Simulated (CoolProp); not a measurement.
The fluid at 298.15 K and 0.0177 MPa is compressed adiabatically to 0.0585 MPa with isentropic efficiency 0.7. The same conditions are run with several fluids, on thermodynamics alone (safety and materials aside).

Computed with CoolProp (reference Helmholtz-energy equation of state of each fluid (tetrahydrofuran: Fiedler 2023; R1224YDZ: Akasaka 2023; ammonia: Gao 2020; R1132(E): Akasaka 2024; vinyl chloride: Thol 2022)).

```json
[
 {"fluid": "tetrahydrofuran", "work (kJ/kg)": "61.9", "final temperature (K)": "351.8", "final density (kg/m³)": "1.46"},
 {"fluid": "R1224YDZ", "work (kJ/kg)": "29.5", "final temperature (K)": "336.2", "final density (kg/m³)": "3.15"},
 {"fluid": "ammonia", "work (kJ/kg)": "285", "final temperature (K)": "427.7", "final density (kg/m³)": "0.281"},
 {"fluid": "R1132(E)", "work (kJ/kg)": "71.5", "final temperature (K)": "369.8", "final density (kg/m³)": "1.22"},
 {"fluid": "vinyl chloride", "work (kJ/kg)": "73.8", "final temperature (K)": "377.8", "final density (kg/m³)": "1.17"}
]
```
